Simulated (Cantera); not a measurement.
What does this Cantera script print?

```python
import numpy as np
import cantera as ct

gas_names = [...]  # 121 gases of nasa_gas.yaml made of Al, C, H, O
cond_names = """
    AL(cr) AL(L) AL2O3(a) AL2O3(L) C(gr) C6H6(L) C7H8(L) C8H18(L),n-octa H2O(s) H2O(L)
""".split()


# ... load() reads the species with a 1 bar reference pressure and builds the phases ...
atoms = {
    'Al': {'AL': 1},
    'CO2': {'C': 1, 'O': 2},
    'H2': {'H': 2},
}
top_T = {'C(gr)': 4500}  # K; cautious upper limits of use, not melting points


# ... equilibrate(T, P, feed) seeds the gas with the atoms and calls Mixture.equilibrate('TP', solver="vcs", rtol=1e-11, max_steps=5000) ...
results = []
T = 1575  # K
P = 120000  # Pa
for m in [2, 2.9, 3.8, 4.7, 5.6, 6.4, 7.3, 8.2, 9.1, 10, 11]:
    feed = {'Al': 1, 'CO2': 5, 'H2': m}  # mol
    mix = equilibrate(T, P, feed)
    results.append((T, P, feed, dict(zip(mix.species_names, mix.species_moles))))
    x = sorted(zip(gas.X, gas.species_names), reverse=True)
    print(f"T = {T:g} K  P = {P:g} Pa  n(H2) = {m:g} mol  gas = {mix.phase_moles(0):.4g} mol")
    print("   x: " + "  ".join(f"{s} {v:.3e}" for v, s in x if v > 1e-05))
    print("   condensed (mol): " + ("  ".join(f"{mix.phase(i).name} {mix.phase_moles(i):.4g}"
          for i in range(1, mix.n_phases) if mix.phase_moles(i) > 1e-12) or "none"))
```

Output:

```
T = 1575 K  P = 120000 Pa  n(H2) = 2 mol  gas = 7 mol
   x: CO 4.095e-01  CO2 3.047e-01  H2O 1.953e-01  H2 9.045e-02  H 1.141e-05
   condensed (mol): AL2O3(a) 0.5
T = 1575 K  P = 120000 Pa  n(H2) = 2.9 mol  gas = 7.9 mol
   x: CO 4.128e-01  H2O 2.229e-01  CO2 2.201e-01  H2 1.441e-01  H 1.440e-05
   condensed (mol): AL2O3(a) 0.5
T = 1575 K  P = 120000 Pa  n(H2) = 3.8 mol  gas = 8.8 mol
   x: CO 4.040e-01  H2O 2.336e-01  H2 1.982e-01  CO2 1.641e-01  H 1.689e-05
   condensed (mol): AL2O3(a) 0.5
T = 1575 K  P = 120000 Pa  n(H2) = 4.7 mol  gas = 9.7 mol
   x: CO 3.894e-01  H2 2.498e-01  H2O 2.347e-01  CO2 1.261e-01  H 1.896e-05
   condensed (mol): AL2O3(a) 0.5
T = 1575 K  P = 120000 Pa  n(H2) = 5.6 mol  gas = 10.6 mol
   x: CO 3.722e-01  H2 2.976e-01  H2O 2.307e-01  CO2 9.947e-02  H 2.069e-05
   condensed (mol): AL2O3(a) 0.5
T = 1575 K  P = 120000 Pa  n(H2) = 6.4 mol  gas = 11.4 mol
   x: CO 3.565e-01  H2 3.365e-01  H2O 2.249e-01  CO2 8.212e-02  H 2.201e-05
   condensed (mol): AL2O3(a) 0.5
T = 1575 K  P = 120000 Pa  n(H2) = 7.3 mol  gas = 12.3 mol
   x: H2 3.764e-01  CO 3.391e-01  H2O 2.171e-01  CO2 6.743e-02  H 2.327e-05
   condensed (mol): AL2O3(a) 0.5
T = 1575 K  P = 120000 Pa  n(H2) = 8.2 mol  gas = 13.2 mol
   x: H2 4.123e-01  CO 3.225e-01  H2O 2.088e-01  CO2 5.630e-02  H 2.436e-05
   condensed (mol): AL2O3(a) 0.5
T = 1575 K  P = 120000 Pa  n(H2) = 9.1 mol  gas = 14.1 mol
   x: H2 4.448e-01  CO 3.069e-01  H2O 2.005e-01  CO2 4.769e-02  H 2.530e-05
   condensed (mol): AL2O3(a) 0.5
T = 1575 K  P = 120000 Pa  n(H2) = 10 mol  gas = 15 mol
   x: H2 4.742e-01  CO 2.924e-01  H2O 1.924e-01  CO2 4.090e-02  H 2.612e-05
   condensed (mol): AL2O3(a) 0.5
T = 1575 K  P = 120000 Pa  n(H2) = 11 mol  gas = 16 mol
   x: H2 5.037e-01  CO 2.776e-01  H2O 1.838e-01  CO2 3.492e-02  H 2.692e-05
   condensed (mol): AL2O3(a) 0.5
```

Equilibrium computed with Cantera from the NASA thermochemical tables; the gas is ideal and each condensed phase is pure. Gases not in the tables: Al(OH)3.
